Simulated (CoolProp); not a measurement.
A closed Brayton cycle with nitrogen: compressor inlet 330.15 K and 5.6 MPa, high pressure 11.4 MPa, turbine inlet 805 K, compressor efficiency 0.8, turbine efficiency 0.85, recuperator effectiveness 0.95 (on enthalpy, no pinch check). Each further row changes one setting.

Model: reference Helmholtz-energy equation of state, Span 2000, in CoolProp.

```
case                           thermal efficiency (%)  net work (kJ/kg)  compressor to turbine work  compressor exit (K)  turbine exit (K)
-----------------------------  ----------------------  ----------------  --------------------------  -------------------  ----------------
as stated                                        24.0              36.8                        0.73                423.8             686.3
turbine inlet 755 K                              19.9              28.3                        0.78                423.8             642.5
compressor inlet 340.15 K                        22.0              33.6                        0.75                436.6             686.3
high pressure 9.69 MPa                           25.6              32.5                        0.70                400.7             711.7
recuperator effectiveness 0.5                    13.0              36.8                        0.73                423.8             686.3
```
